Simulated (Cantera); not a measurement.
## Titanium nitride, carbide and oxide coatings: Ti + O2 + H2 + CH4

Feed: 1 mol Ti, 0.61 mol O2, 8.3 mol H2, 0.53 mol CH4, at 4900 Pa.

Equilibrium computed with Cantera from the NASA thermochemical tables; the gas is ideal and each condensed phase is pure. Candidate condensed phases: C, C6H6, C7H8, C8H18, H2O, Ti, TiC, TiO, TiO2, Ti2O3, Ti3O5, Ti4O7; 113 gas species. Mutual solubility and eutectic melting of coexisting phases are not modelled. TiC, TiO: taken at fixed stoichiometry. Condensed phases not in the tables: solid solutions among these carbides, nitrides and lower oxides. Rates play no part.

```csv
T (°C),log p H2,log p CO,log p H,log p TiO,log p Ti,log p H2O,log p CH4,n TiC(s),n Ti2O3(s),n TiO(s),n TiO(l)
1350,-1.32,-2.98,-4.82,-9.73,-11.19,-5.57,-7.31,0.324,0.338,0,0
1425,-1.32,-2.98,-4.50,-8.81,-10.06,-5.55,-7.66,0.324,0.338,0,0
1500,-1.33,-2.78,-4.21,-8.01,-9.13,-5.46,-7.87,0.205,0.0995,0.596,0
1575,-1.33,-2.73,-3.94,-7.34,-8.26,-5.46,-8.08,0.155,0,0.845,0
1650,-1.33,-2.73,-3.69,-6.73,-7.43,-5.49,-8.30,0.155,0,0.845,0
1725,-1.33,-2.73,-3.46,-6.17,-6.66,-5.51,-8.50,0.155,0,0.845,0
1800,-1.33,-2.73,-3.25,-5.67,-5.97,-5.55,-8.68,0.155,0,0,0.844
1875,-1.34,-2.73,-3.05,-5.22,-5.33,-5.60,-8.83,0.155,0,0,0.843
```
log p: log10 of the partial pressure in bar; n: condensed amount in mol.

From 1350 °C to 1425 °C the condensed part is TiC(s) + Ti2O3(s). At 1500 °C the condensed part is TiC(s) + TiO(s) + Ti2O3(s). From 1575 °C to 1725 °C the condensed part is TiC(s) + TiO(s). From 1800 °C to 1875 °C the condensed part is TiC(s) + TiO(l).
